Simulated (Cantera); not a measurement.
Input (Python, Cantera) and output of one run.

```python
import numpy as np
import cantera as ct

gas_names = [...]  # 77 gases of nasa_gas.yaml made of C, H, Ti
cond_names = """
    C(gr) C6H6(L) C7H8(L) C8H18(L),n-octa Ti(a) Ti(b) Ti(L) TiC(s) TiC(L)
""".split()


# ... load() reads the species with a 1 bar reference pressure and builds the phases ...
atoms = {
    'Ti': {'Ti': 1},
    'CH4': {'C': 1, 'H': 4},
}
top_T = {'C(gr)': 4500}  # K; cautious upper limits of use, not melting points


# ... equilibrate(T, P, feed) seeds the gas with the atoms and calls Mixture.equilibrate('TP', solver="vcs", rtol=1e-11, max_steps=5000) ...
results = []
feed = {'Ti': 1, 'CH4': 3.3}  # mol
P = 170  # Pa
for T in [1000, 1150, 1300, 1450, 1600, 1750, 1900, 2050, 2200]:
    mix = equilibrate(T, P, feed)
    results.append((T, P, feed, dict(zip(mix.species_names, mix.species_moles))))

top = {s: max(r[3][s] / sum(r[3][g] for g in gas_names) for r in results) for s in gas_names}
cols = sorted((s for s in top if top[s] > 0.001), key=lambda s: -top[s])[:6]
seen = [c for c in cond_names if any(r[3].get(c, 0) > 1e-12 for r in results)]
print("log10 of partial pressures in bar; condensed amounts in mol")
print(f"{'T/K':>10s}" + "".join(f"{s[:9]:>10s}" for s in cols + seen))
for T, P, feed, n in results:
    ng = sum(n[g] for g in gas_names)
    print(f"{T:10.4g}" + "".join(f"{np.log10(max(n[s] / ng * P / 1e5, 1e-99)):10.3f}" for s in cols)
          + "".join(f"{n.get(c, 0):10.4g}" for c in seen))
```

Output:

```
log10 of partial pressures in bar; condensed amounts in mol
       T/K        H2         H C2H2,acet     C(gr)    TiC(s)
      1000    -2.770   -10.029   -11.712     2.299         1
      1150    -2.770    -8.512   -10.182       2.3         1
      1300    -2.770    -7.341    -9.009       2.3         1
      1450    -2.770    -6.409    -8.082       2.3         1
      1600    -2.770    -5.650    -7.331       2.3         1
      1750    -2.772    -5.019    -6.712     2.298         1
      1900    -2.778    -4.489    -6.196     2.295         1
      2050    -2.794    -4.041    -5.768     2.286         1
      2200    -2.830    -3.664    -5.421     2.268    0.9999
```

These are equilibrium values from Cantera (NASA tables, ideal gas, pure condensed phases), not measurements of a reactor. TiC: taken at fixed stoichiometry.
